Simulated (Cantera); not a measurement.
Feed: 1 mol Ta₂O₅, 0.78 mol C, 0.08 mol CO, at 1550 K and 10.0 mbar.

Cantera equilibrium calculation (NASA polynomials, part measured and part estimated; ideal gas, pure solids and liquids). Candidate condensed phases: C, Ta, TaC, Ta₂O₅; 15 gas species. Mutual solubility and eutectic melting of coexisting phases are not modelled. TaC: taken at fixed stoichiometry. Condensed phases not in the tables: Ta₂C. Kinetics and transport are ignored.

Base state: CO 0.999, CO₂ 0.000555 (mole fractions); condensed: TaC(s) + Ta₂O₅(s).

**Question.** What changes in the equilibrium state with this change: temperature from 1550 K to 2548 K?

**Answer.** 
```csv
species,before,after
CO,0.999,0.879
TaO₂,1.15e-9,0.0949
TaO,<1e-9,0.0243
O,<1e-9,0.000119
CO₂,0.000555,0.00121
"TaC(s), mol",0.223,0
"Ta₂O₅(s), mol",0.889,0
"Ta(s), mol",0,0.280
"Ta₂O₅(l), mol",0,0.802
```
Condensed phases not in the tables: Ta₂C, N, O or C dissolved in the metal.
